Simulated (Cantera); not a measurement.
Input: 1 mol SiH2Cl2, 0.71 mol N2, 80 mol H2, equilibrated at 0.00240 bar.

Method: chemical equilibrium by Gibbs-energy minimisation in Cantera with the NASA 1993 tables (ideal gas, pure condensed phases). Candidate condensed phases: NH4Cl, Si, Si3N4; 28 gas species. Gases not in the tables: Si2H6 and higher silanes. Equilibrium is a limit: real reactors are often held back by kinetics, nucleation or transport.

Q: Which condensed phases are stable at each of these points (T (K)): 1525, 1550, 1575, 1600, 1625, 1650, 1675, 1700, 1725, 1750, 1775, 1800?

A: 
```tsv
T (K)	condensed phases	Si condensed (%)
1525	Si(s)	87.4
1550	Si(s)	87.1
1575	Si(s)	86.8
1600	Si(s)	86.5
1625	Si(s)	86.0
1650	Si(s)	85.4
1675	Si(s)	84.5
1700	Si(l)	83.6
1725	Si(l)	82.6
1750	Si(l)	81.0
1775	Si(l)	78.6
1800	Si(l)	75.1
```

From 1525 K to 1675 K the condensed part is Si(s). From 1700 K to 1800 K the condensed part is Si(l).
